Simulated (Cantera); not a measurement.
An isothermal, constant-pressure homogeneous reactor starts with 6.82 % H₂, 13.9 % O₂, 79.3 % N₂, equivalence ratio 0.24, at 1000 K and 0.380 bar.

Cantera simulation using the H2/O2 subset of GRI-Mech 3.0, which has no nitrogen chemistry; the numbers are that mechanism's predictions, not measurements. The temperature is held fixed by assumption; the heat of reaction is taken as removed at once.

x: mole fraction; the columns are a selection and need not sum to one.

| t (s) | x H₂ | x O₂ | x H | x H₂O | x HO₂ | x O |
|---|---|---|---|---|---|---|
| 6.00e-6 | 0.0682 | 0.139 | 1.46e-11 | <1e-12 | 1.64e-11 | 1.21e-12 |
| 2.90e-5 | 0.0682 | 0.139 | 7.93e-11 | 3.84e-11 | 9.14e-11 | 1.96e-11 |
| 0.000140 | 0.0682 | 0.139 | [?] | [?] | [?] | 8.22e-10 |
| 0.000676 | 0.0583 | 0.135 | 0.00313 | 0.00812 | 3.36e-5 | 0.000953 |
| 0.00326 | 0.00117 | 0.109 | 1.02e-5 | 0.0693 | 1.58e-5 | 4.63e-5 |
| 0.0158 | 0.000242 | 0.109 | 4.49e-7 | 0.0703 | 5.31e-6 | 5.30e-6 |
| 0.0761 | 2.55e-5 | 0.109 | 1.67e-8 | 0.0705 | 8.14e-7 | 4.19e-7 |
| 0.368 | 4.32e-7 | 0.109 | 1.33e-10 | 0.0706 | 2.00e-8 | 2.08e-8 |
| 1.78 | 9.99e-10 | 0.109 | 2.18e-12 | 0.0706 | 9.92e-10 | 2.76e-9 |
| 8.57 | 1.18e-10 | 0.109 | <1e-12 | 0.0706 | 3.17e-10 | 5.27e-10 |
| 41.4 | 3.57e-11 | 0.109 | <1e-12 | 0.0706 | 3.27e-10 | 1.29e-10 |
| 200 | 3.05e-11 | 0.109 | <1e-12 | 0.0706 | 3.75e-10 | 8.47e-11 |

Task: What belongs in the gaps?

Result: 
- 0.000140, x H: 2.45e-9
- 0.000140, x H₂O: 4.13e-9
- 0.000140, x HO₂: 1.60e-9
